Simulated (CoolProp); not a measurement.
50 sccm (0 °C, 1 atm) of nitrogen bubbles through liquid tetrahydrofuran at 285.1 K and leaves saturated at a total pressure of 0.15 MPa (ideal gas phase). Each further row changes one setting.

Values from CoolProp's reference Helmholtz-energy equation of state, Fiedler 2023.

```tsv
case	vapour pressure (kPa)	mole fraction of vapour	delivery (mg/min)	delivery (sccm)	change of delivery for a bath 1 K warmer (%)
as stated	11.8	0.0788	…	4.28	5.4
bath temperature 290.1 K	15.0	0.100	…	…	5.3
total pressure 0.3 MPa	11.8	0.0394	…	…	…
```

Task: What belongs in the gaps?

Result: 
- as stated, delivery (mg/min): 13.8
- bath temperature 290.1 K, delivery (mg/min): 17.9
- bath temperature 290.1 K, delivery (sccm): 5.56
- total pressure 0.3 MPa, delivery (mg/min): 6.60
- total pressure 0.3 MPa, delivery (sccm): 2.05
- total pressure 0.3 MPa, change of delivery for a bath 1 K warmer (%): 5.2
